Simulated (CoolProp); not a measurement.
Vapour-liquid equilibrium of acetone (1) + n-heptane (2) at 53.7 kPa; x and y are mole fractions of (1).

The numbers come from the multi-fluid Helmholtz-energy mixture model, Lemmon 2006 and Span 2003; pair parameters Bell 2016 in CoolProp.

| x | bubble temperature (°C) | y at the bubble point | dew temperature at overall composition x (°C) | liquid density (mol/L) |
|---|---|---|---|---|
| 0.05 | 64.6 | 0.400 | 76.7 | 6.599 |
| 0.2 | 47.1 | 0.730 | 72.0 | … |
| 0.35 | 42.0 | 0.800 | 66.6 | 8.027 |
| 0.5 | 40.3 | 0.824 | 60.2 | 8.844 |
| 0.65 | 39.5 | 0.841 | 52.2 | 9.835 |
| 0.8 | … | … | 42.0 | … |
| 0.95 | 38.4 | 0.946 | 38.4 | … |

What belongs in the gaps?


- 0.2, liquid density (mol/L): 7.313
- 0.8, bubble temperature (°C): 38.8
- 0.8, y at the bubble point: 0.869
- 0.8, liquid density (mol/L): 11.07
- 0.95, liquid density (mol/L): 12.63

y crosses x between x = 0.8 and 0.95: the model has an azeotrope there.

The pair parameters rest on a limited set of measurements; away from them the model extrapolates. With so large a gap from Raoult's law the liquid may split in two, which this calculation doesn't test in full.
